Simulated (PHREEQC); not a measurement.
0.025 g of hydrous ferric oxide (600 m²/g; 0.2 weak and 0.005 strong sites per Fe, Dzombak-Morel constants, diffuse double layer) in 1 kg of water with 0.1 mol/kgw of an inert sodium salt and 1.6e-06 mol/kgw ZnSO4 and 1.9e-06 mol/kgw CuSO4, at 25 °C; the pH is set by adding NaOH or the inert anion's acid. Oxygen is held at 0.21 atm. The system is closed to CO2. No solid was allowed to form.

Base run: PHREEQC, ion-association model, wateq4f.dat. Each further column changes one thing. The table gives Cu sorbed (%).

| pH | base | no electrostatic term (-no_edl) | background salt from 0.1 to 0.01 mol/kgw | oxide from 0.025 to 0.12 g/kgw | 9.4e-05 mol/kgw BaCl2 added |
|---|---|---|---|---|---|
| 4 | 0.2 | 0.3 | 0.3 | 1.1 | 0.2 |
| 5.5 | 43.7 | 58.7 | 45.5 | 83.0 | 43.7 |
| 6.5 | 95.1 | 98.4 | 95.3 | 99.5 | 95.1 |
| 8 | 98.5 | 99.0 | 98.4 | 99.9 | 98.4 |
| 9.5 | 96.8 | 51.0 | 97.8 | 99.8 | 94.1 |
| 10.5 | 91.8 | 3.4 | 96.5 | 99.5 | 56.4 |
| 12 | 39.9 | 0.0 | 73.7 | 87.9 | 0.2 |

The database's constant for dissolved Cu(OH)2 is higher than later reviews accept.
